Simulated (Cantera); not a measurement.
A perfectly stirred reactor is fed with CO : O₂ : H₂O : N₂ = 0.0012 : 0.063 : 0.004 : 1 (molar parts), at 0.270 bar; it is held at 1248 K, and followed from long to short residence time.

Computed with Cantera and GRI-Mech 3.0 (53 species, 325 reactions).

x: mole fraction; the columns are a selection and need not sum to one.

```csv
τ (s),x CO,x O₂,x H₂O,x H₂,x CO₂,x HO₂,x NO
0.95,6.09e-5,0.0585,0.00373,5.77e-7,0.00106,2.29e-7,6.33e-8
0.55,8.69e-5,0.0585,0.00373,8.19e-7,0.00104,2.97e-7,4.81e-8
0.32,___,0.0585,0.00373,___,0.00100,___,___
0.18,___,0.0585,0.00372,___,0.000948,___,___
0.11,0.000238,0.0585,0.00372,2.12e-6,0.000886,5.72e-7,1.80e-8
0.061,0.000334,0.0586,0.00372,2.82e-6,0.000790,6.87e-7,1.15e-8
0.035,0.000450,0.0586,0.00371,3.47e-6,0.000674,7.85e-7,7.11e-9
0.020,0.000591,0.0587,0.00371,3.91e-6,0.000533,8.54e-7,3.90e-9
0.012,0.000732,0.0587,0.00371,3.83e-6,0.000391,8.68e-7,1.87e-9
0.0067,0.000894,0.0588,0.00371,2.87e-6,0.000230,7.87e-7,5.34e-10
0.0039,0.00102,0.0589,0.00373,1.30e-6,0.000101,5.83e-7,7.38e-11
```

Problem. Some entries are withheld; supply them.

Solution. 
- 0.32, x CO: 0.000123
- 0.32, x H₂: 1.15e-6
- 0.32, x HO₂: 3.79e-7
- 0.32, x NO: 3.56e-8
- 0.18, x CO: 0.000176
- 0.18, x H₂: 1.61e-6
- 0.18, x HO₂: 4.79e-7
- 0.18, x NO: 2.50e-8
